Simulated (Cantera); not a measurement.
Input: 1 mol SiH2Cl2, 0.05 mol C3H8, 44 mol H2, equilibrated at 725 °C and 13.3 mbar.

These are equilibrium values from Cantera (NASA tables, ideal gas, pure condensed phases), not measurements of a reactor. Candidate condensed phases: C, C6H6, C7H8, C8H18, Si, SiC; 109 gas species. The tables' values for SiCl3 are old estimates; treat these amounts as uncertain. Rates play no part.

Base state: H2 0.976, HCl 0.0162, SiCl4 0.00483, SiHCl3 0.00202, SiCl2 0.000456, SiCl3 0.000300, SiH2Cl2 9.06e-5 (mole fractions); condensed: Si(s) + SiC(s).

Question: What changes in the equilibrium state with this change: H2 from 44 to 1700 mol?

Answer: 
```json
[
 {"species": "H2", "before": "0.976", "after": "0.999"},
 {"species": "HCl", "before": "0.0162", "after": "0.00117"},
 {"species": "SiCl2", "before": "0.000456", "after": "2.31e-6"},
 {"species": "SiCl4", "before": "0.00483", "after": "1.24e-7"},
 {"species": "SiCl3", "before": "0.000300", "after": "1.08e-7"},
 {"species": "SiHCl3", "before": "0.00202", "after": "7.34e-7"},
 {"species": "SiH2Cl2", "before": "9.06e-5", "after": "4.69e-7"},
 {"species": "Si(s), mol", "before": "0.497", "after": "0.844"},
 {"species": "SiC(s), mol", "before": "0.150", "after": "0.149"}
]
```
